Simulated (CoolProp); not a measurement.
Vapour-liquid equilibrium of R114 (1) + benzene (2) at 3.4 bar; x and y are mole fractions of (1).

Values from CoolProp's multi-fluid Helmholtz-energy mixture model, Platzer 1990 and Thol 2012; pair parameters Bell 2016. This equation is an older, rougher fit; its heat capacities, sound speeds and derivatives of the liquid may be far off and weren't checked against measurements.

**Question.** Give the bubble temperature and the first vapour's composition at x = 0.05, 0.15, 0.65. Is there an azeotrope?

**Answer.** x = 0.05: 377.3 K, y = 0.415; x = 0.15: 352.3 K, y = 0.728; x = 0.65: 323.1 K, y = 0.932. No azeotrope shows between x = 0.05 and 0.95.

The pair parameters rest on a limited set of measurements; away from them the model extrapolates. With so large a gap from Raoult's law the liquid may split in two, which this calculation doesn't test in full.
